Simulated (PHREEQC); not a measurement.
Make-up at 25 °C: 0.0078 mol FeCl3, 0.03 mol H2SO4 and 4.2e-05 mol NaCl per kg of water. Closed to the air; pH follows from the charge balance.

The numbers come from PHREEQC with the ion-association model, phreeqc.dat.

```json
[
 {"quantity": "pH", "before": "1.43", "after": "3.19"},
 {"quantity": "ionic strength (mol/kgw)", "before": "0.0647", "after": "0.00113"},
 {"quantity": "Fe+3 (mol/kgw)", "before": "0.000574", "after": "5.10e-6"},
 {"quantity": "FeCl+2 (mol/kgw)", "before": "0.000161", "after": "2.92e-8"},
 {"quantity": "FeOH+2 (mol/kgw)", "before": "4.98e-5", "after": "4.30e-5"},
 {"quantity": "FeCl2+ (mol/kgw)", "before": "7.09e-6", "after": "2.63e-11"},
 {"quantity": "SI of Goethite (FeOOH)", "before": "+1.38", "after": "+5.14"},
 {"quantity": "SI of Fe(OH)3(a) (Fe(OH)3)", "before": "-4.51", "after": "-0.75"}
]
```

Question: Name the change that produced these shifts.
A. diluted 100-fold with water
B. NaCl from 4.2e-05 to 4.62e-05 mol/kgw
C. FeCl3 from 0.0078 to 0.00858 mol/kgw
D. FeCl3 from 0.0078 to 0.039 mol/kgw
E. H2SO4 left out

Answer: A, diluted 100-fold with water

Precipitation was switched off in this run. Some of these states are supersaturated (in Hematite (slow to form), Goethite (slow to form), for instance).
